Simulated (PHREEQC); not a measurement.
1 kg of water holding 3.7 mmol/kgw K2CO3 and 6.1 mmol/kgw K2SO4 is evaporated at 75 °C; the solids stay in contact with the brine. The system is closed to CO2. Solids allowed: Arcanite, Kalicinite, Misenite. Others were left out.

Base run: PHREEQC, Pitzer model, pitzer.dat. Each further column changes one thing. The table gives ionic strength.

| H2O removed (mol) | base | temperature from 75 to 50 °C | temperature from 75 to 5 °C |
|---|---|---|---|
| 0 | 0.0275 | 0.0282 | 0.0290 |
| 18.01 | 0.0411 | 0.0420 | 0.0430 |
| 34.69 | 0.0750 | 0.0764 | 0.0777 |
| 41.44 | 0.112 | 0.114 | 0.115 |
| 47.7 | 0.204 | 0.206 | 0.208 |
| 50.23 | 0.303 | 0.306 | 0.308 |
| 52.58 | 0.549 | 0.552 | 0.556 |
| 53.53 | 0.814 | 0.819 | 0.823 |
| 54.41 | 1.47 | 1.48 | 1.48 |
| 54.76 | 2.18 | 2.19 | 1.74 |
| 55.09 | 3.52 | 3.09 | 2.18 |
| 55.23 | 3.80 | 3.46 | 2.74 |

At this temperature some constants are extrapolated from 25 °C, and those without enthalpy data are left unchanged.
